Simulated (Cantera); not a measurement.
A perfectly stirred reactor is fed with NO : N2 = 1 : 0.47 (molar parts), at 28000 Pa; it is held at 2175 K, and followed from long to short residence time.

Cantera simulation using GRI-Mech 3.0 (53 species, 325 reactions); the numbers are that mechanism's predictions, not measurements.

Question: Predict: x(NO) at τ = 1.10 s; x(O2) at τ = 1.10 s; x(NO2) at τ = 1.10 s; x(N2) at τ = 1.10 s; x(O) at τ = 1.10 s; x(NO) at τ = 36.0 ms; x(O2) at τ = 36.0 ms; x(NO2) at τ = 36.0 ms; x(N2) at τ = 36.0 ms; x(O) at τ = 36.0 ms.

Answer: 
```
Property                  Value
---------------------  --------
x(NO) at τ = 1.10 s       0.143
x(O2) at τ = 1.10 s       0.267
x(NO2) at τ = 1.10 s   0.000113
x(N2) at τ = 1.10 s       0.587
x(O) at τ = 1.10 s      0.00228
x(NO) at τ = 36.0 ms      0.615
x(O2) at τ = 36.0 ms     0.0320
x(NO2) at τ = 36.0 ms  0.000185
x(N2) at τ = 36.0 ms      0.352
x(O) at τ = 36.0 ms    0.000972
```
